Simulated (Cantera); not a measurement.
Input: 1 mol Si, 6.2 mol Br2, held at 352 °C and 73.0 Pa.

Cantera equilibrium calculation (NASA polynomials, part measured and part estimated; ideal gas, pure solids and liquids). Candidate condensed phases: Br2, Si; 9 gas species. Equilibrium is a limit: real reactors are often held back by kinetics, nucleation or transport.

Base state: Br2 0.808, SiBr4 0.192, Br 0.000167 (mole fractions); condensed: gas only.

**Question.** What changes in the equilibrium state with this change: temperature from 352 °C to 627 °C?

**Answer.** 
| species | before | after |
|---|---|---|
| Br2 | 0.808 | 0.762 |
| SiBr4 | 0.192 | 0.187 |
| Br | 0.000167 | 0.0501 |
